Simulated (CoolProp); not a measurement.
Dimethyl ether along the isobar 27.4 MPa: density (kg/m³) from the reference equation and from simpler models built on Tc = 400.4 K, pc = 5.337 MPa, ω = 0.196; each cubic takes its own stable root.

The numbers come from the reference Helmholtz-energy equation of state, Wu 2011 in CoolProp.

```csv
T (K),phase,reference
175.4,liquid,844.0
201.1,liquid,815.3
226.8,liquid,786.4
252.5,liquid,757.2
278.2,liquid,727.2
303.9,liquid,696.5
329.6,liquid,664.7
355.3,liquid,631.7
381,liquid,597.3
```

Question: How far does each simpler model (van der Waals, Redlich-Kwong, Soave-Redlich-Kwong, Peng-Robinson) lie from the reference over these 9 states: mean and median of the absolute difference, and the worst?

Answer: 
- van der Waals: mean 34.5 %, median 34.8 %, worst -38.3 % at 175.4 K and 27.4 MPa
- Redlich-Kwong: mean 8.8 %, median 8.5 %, worst -10.0 % at 175.4 K and 27.4 MPa
- Soave-Redlich-Kwong: mean 7.7 %, median 7.5 %, worst -9.5 % at 175.4 K and 27.4 MPa
- Peng-Robinson: mean 3.5 %, median 3.9 %, worst +4.5 % at 303.9 K and 27.4 MPa
